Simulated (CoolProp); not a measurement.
CH2F2 (R32) along the isobar 0.101 MPa: fugacity coefficient from the reference equation and from simpler models built on Tc = 351.3 K, pc = 5.783 MPa, ω = 0.277; each cubic takes its own stable root.

The numbers come from the reference Helmholtz-energy equation of state, Tillner-Roth 1997 in CoolProp.

| T (K) | phase | reference |
|---|---|---|
| 218.9 | liquid | 0.8451 |
| 227 | gas | 0.9642 |
| 235.2 | gas | 0.9692 |
| 243.3 | gas | 0.9732 |
| 251.5 | gas | 0.9766 |
| 259.6 | gas | 0.9793 |
| 267.8 | gas | 0.9817 |
| 275.9 | gas | 0.9837 |
| 284.1 | gas | 0.9854 |
| 292.2 | gas | 0.9868 |

Task: How far does each simpler model (van der Waals, Redlich-Kwong, Peng-Robinson) lie from the reference over these 10 states: mean and median of the absolute difference, and the worst?

Result: 
- van der Waals: mean 2.7 %, median 1.1 %, worst +16.5 % at 218.9 K and 0.101 MPa
- Redlich-Kwong: mean 2.3 %, median 0.8 %, worst +15.7 % at 218.9 K and 0.101 MPa
- Peng-Robinson: mean 0.5 %, median 0.4 %, worst +1.3 % at 227 K and 0.101 MPa

At some of these states van der Waals, Redlich-Kwong gives the other phase, because its saturation line lies elsewhere.
